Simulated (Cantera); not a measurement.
## Adiabatic ignition

An adiabatic, constant-volume homogeneous reactor starts with H2 : O2 : N2 = 1 : 0.417 : 1.57 (molar parts), equivalence ratio 1.2, at 1225 K and 1.00 bar.

Detailed kinetics in Cantera: GRI-Mech 3.0 (53 species, 325 reactions).

| t (s) | T (K) | P (bar) | x H2 | x O2 | x N2O | x H2O2 | x H | x OH | x NO |
|---|---|---|---|---|---|---|---|---|---|
| 1.00e-6 | 1225 | 1.00 | 0.335 | 0.140 | <1e-12 | 6.55e-12 | 5.36e-9 | 2.50e-10 | <1e-12 |
| 4.46e-6 | 1225 | 1.00 | 0.335 | 0.140 | <1e-12 | 1.42e-10 | 5.01e-8 | 3.01e-9 | <1e-12 |
| 1.99e-5 | 1225 | 1.00 | 0.335 | 0.140 | 2.53e-12 | 2.67e-8 | 2.50e-5 | 1.56e-6 | <1e-12 |
| 8.88e-5 | 2931 | 2.16 | 0.0848 | 0.00824 | 3.44e-7 | 5.12e-7 | 0.0314 | 0.0298 | 0.000657 |
| 0.000396 | 2965 | 2.18 | 0.0858 | 0.00670 | 4.55e-7 | 5.13e-7 | 0.0283 | 0.0276 | 0.00536 |
| 0.00177 | 2962 | 2.17 | 0.0864 | 0.00643 | 4.91e-7 | 4.99e-7 | 0.0281 | 0.0271 | 0.00687 |
| 0.00788 | 2962 | 2.17 | 0.0864 | 0.00643 | 4.91e-7 | 4.99e-7 | 0.0281 | 0.0271 | 0.00687 |
| 0.0352 | 2962 | 2.17 | 0.0864 | 0.00643 | 4.91e-7 | 4.99e-7 | 0.0281 | 0.0271 | 0.00687 |
| 0.157 | 2962 | 2.17 | 0.0864 | 0.00643 | 4.91e-7 | 4.99e-7 | 0.0281 | 0.0271 | 0.00687 |
| 0.700 | 2962 | 2.17 | 0.0864 | 0.00643 | 4.91e-7 | 4.99e-7 | 0.0281 | 0.0271 | 0.00687 |
x: mole fraction; the columns are a selection and need not sum to one.

```json
{
 "time_of_steepest_temperature_rise": "39.6 µs",
 "temperature at 0.700 s": "2962 K",
 "equilibrium_temperature": "2962 K",
 "x(H2) at 0.700 s": "0.0864 (gas-phase equilibrium 0.0864)",
 "x(O2) at 0.700 s": "0.00643 (gas-phase equilibrium 0.00643)",
 "x(N2O) at 0.700 s": "4.91e-7 (gas-phase equilibrium 4.91e-7)"
}
```
